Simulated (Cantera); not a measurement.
A closed system holds: 1 mol NF3, 2.3 mol H2O, 14 mol N2, 0.0047 mol SO2, equilibrated at 1598.15 K and 240000 Pa.

Equilibrium computed with Cantera from the NASA thermochemical tables; the gas is ideal and each condensed phase is pure. Candidate condensed phases: H2O, H2SO4, S; 62 gas species. The numbers say what is thermodynamically allowed, not how fast it happens.

Base state: N2 0.761, HF 0.157, H2O 0.0420, O2 0.0389, NO 0.000812, SO2 0.000245, OH 5.96e-5 (mole fractions); condensed: gas only.

Q: What changes in the equilibrium state with this change: NF3 replaced by CS2?

A: 
```
species   before     after
-------  -------  --------
N2         0.761     0.776
H2O       0.0420    0.0543
H2       8.91e-7    0.0426
HF         0.157         0
O2        0.0389     <1e-9
S2         <1e-9    0.0388
CO             0    0.0383
H2S        <1e-9    0.0302
CO2            0    0.0163
SH         <1e-9  0.000949
COS            0  0.000917
S2O        <1e-9  0.000158
SO       1.24e-9  0.000165
```
Further candidate phases: C, C6H6, C7H8, C8H18.
